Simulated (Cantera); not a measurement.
Mixture: CO : H2 : CH4 : O2 : N2 = 1 : 0.17 : 0.17 : 1.38 : 5.19 (molar parts), equivalence ratio 0.67, at 1300000 Pa, adiabatic and at constant pressure. Ignition delay is the time to a rise of 400 K.

Detailed kinetics in Cantera: GRI-Mech 3.0 (53 species, 325 reactions). The pressure lies above the range GRI-Mech 3.0 was tuned for (to about 10 atm). Below about 1000 K GRI-Mech 3.0 lacks low-temperature oxidation paths. Below about 950 K walls govern HO2 and H2O2 in real vessels.

What does this change do: pressure from 1300000 Pa to 1000000 Pa?


| quantity | before | after |
|---|---|---|
| delay at 923 K | 43.7 ms | 47.1 ms |
| delay at 1073 K | 1.25 ms | 1.23 ms |
| delay at 1223 K | 0.116 ms | 0.121 ms |
| delay at 1373 K | 27.0 µs | 30.0 µs |
| delay at 1523 K | 9.85 µs | 11.5 µs |
| apparent activation energy between 1373 and 1523 K | 120 kJ/mol | 110 kJ/mol |

What does this change do: O2 1.38 to 0.51 parts?


| quantity | before | after |
|---|---|---|
| delay at 923 K | 43.7 ms | 45.0 ms |
| delay at 1073 K | 1.25 ms | 1.73 ms |
| delay at 1223 K | 0.116 ms | 0.293 ms |
| delay at 1373 K | 27.0 µs | 96.1 µs |
| delay at 1523 K | 9.85 µs | 36.9 µs |
| apparent activation energy between 1373 and 1523 K | 120 kJ/mol | 110 kJ/mol |
